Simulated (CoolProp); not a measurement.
Vapour-liquid equilibrium of R143a (1) + R152A (2) at 277.1 K; x and y are mole fractions of (1).

Values from CoolProp's multi-fluid Helmholtz-energy mixture model, Lemmon and Jacobsen 2000 and Outcalt 1996; pair parameters Bell 2016.

| x | bubble pressure, mixture model (MPa) | bubble pressure, Raoult's law (MPa) | y, mixture model | y, Raoult's law |
|---|---|---|---|---|
| 0.05 | ___ | 0.3233 | ___ | 0.108 |
| 0.15 | ___ | 0.3629 | 0.297 | 0.289 |
| 0.25 | 0.4219 | 0.4025 | ___ | 0.434 |
| 0.35 | ___ | 0.4421 | 0.539 | 0.554 |
| 0.45 | 0.5022 | 0.4817 | 0.630 | 0.653 |
| 0.55 | 0.5396 | 0.5213 | 0.709 | 0.738 |
| 0.65 | ___ | 0.5609 | 0.780 | 0.811 |
| 0.75 | ___ | 0.6005 | 0.846 | 0.874 |
| 0.85 | 0.6468 | 0.6401 | 0.909 | 0.929 |
| 0.95 | 0.6819 | 0.6797 | 0.970 | 0.978 |

### Question
Some entries are withheld; supply them.

### Answer

- 0.05, bubble pressure, mixture model (MPa): 0.3294
- 0.05, y, mixture model: 0.117
- 0.15, bubble pressure, mixture model (MPa): 0.3776
- 0.25, y, mixture model: 0.431
- 0.35, bubble pressure, mixture model (MPa): 0.4631
- 0.65, bubble pressure, mixture model (MPa): 0.5759
- 0.75, bubble pressure, mixture model (MPa): 0.6115

The largest gap from Raoult's law is +4.8 % in bubble pressure, at x = 0.25. No azeotrope shows between x = 0.05 and 0.95.

The pair parameters rest on a limited set of measurements; away from them the model extrapolates.
